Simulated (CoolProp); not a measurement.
Vapour pressure (bar) of R1234ze(Z): the reference equation beside estimates from Tc = 423.3 K, pc = 35.31 bar, ω = 0.327.

Values from CoolProp's reference Helmholtz-energy equation of state, Akasaka 2019.

```json
[
 {"T (K)": "337.4", "reference": "5.790", "Lee-Kesler": "5.850", "van der Waals": "13.31"},
 {"T (K)": "342.4", "reference": "6.590", "Lee-Kesler": "6.657", "van der Waals": "14.25"},
 {"T (K)": "347.5", "reference": "7.489", "Lee-Kesler": "7.563", "van der Waals": "15.24"},
 {"T (K)": "352.6", "reference": "8.479", "Lee-Kesler": "8.557", "van der Waals": "16.28"},
 {"T (K)": "357.7", "reference": "9.564", "Lee-Kesler": "9.645", "van der Waals": "17.36"},
 {"T (K)": "362.7", "reference": "10.73", "Lee-Kesler": "10.81", "van der Waals": "18.46"},
 {"T (K)": "367.8", "reference": "12.02", "Lee-Kesler": "12.10", "van der Waals": "19.63"},
 {"T (K)": "372.9", "reference": "13.43", "Lee-Kesler": "13.51", "van der Waals": "20.84"},
 {"T (K)": "378", "reference": "14.95", "Lee-Kesler": "15.03", "van der Waals": "22.10"},
 {"T (K)": "383", "reference": "16.58", "Lee-Kesler": "16.65", "van der Waals": "23.37"},
 {"T (K)": "388.1", "reference": "18.37", "Lee-Kesler": "18.43", "van der Waals": "24.72"},
 {"T (K)": "393.2", "reference": "20.30", "Lee-Kesler": "20.36", "van der Waals": "26.12"},
 {"T (K)": "398.3", "reference": "22.39", "Lee-Kesler": "22.45", "van der Waals": "27.56"},
 {"T (K)": "403.3", "reference": "24.60", "Lee-Kesler": "24.65", "van der Waals": "29.02"}
]
```

Absolute difference from the reference over all 14 rows, mean and median: Lee-Kesler 0.6 and 0.6 %, van der Waals 64.8 and 59.2 %.
